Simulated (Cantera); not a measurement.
Input: 1 mol Si, 1.4 mol Cl2, 2 mol H2, held at 1050 K and 101000 Pa.

Method: chemical equilibrium by Gibbs-energy minimisation in Cantera with the NASA 1993 tables (ideal gas, pure condensed phases). Candidate condensed phases: Si; 19 gas species. The tables' values for SiCl3 are old estimates; treat these amounts as uncertain. The numbers say what is thermodynamically allowed, not how fast it happens.

Base state: H2 0.700, SiCl4 0.195, SiHCl3 0.0794, HCl 0.0178, SiH2Cl2 0.00369, SiCl3 0.00302, SiCl2 0.000850, SiH3Cl 4.46e-5 (mole fractions); condensed: Si(s).

Problem. What changes in the equilibrium state with this change: temperature from 1050 K to 1000 K?

Solution. 
```
species       before     after
----------  --------  --------
H2             0.700     0.704
SiCl4          0.195     0.197
SiHCl3        0.0794    0.0815
HCl           0.0178    0.0120
SiCl2       0.000850  0.000347
SiCl3        0.00302   0.00168
SiH3Cl       4.46e-5   4.15e-5
SiH2Cl2      0.00369   0.00364
Si(s), mol     0.251     0.247
```
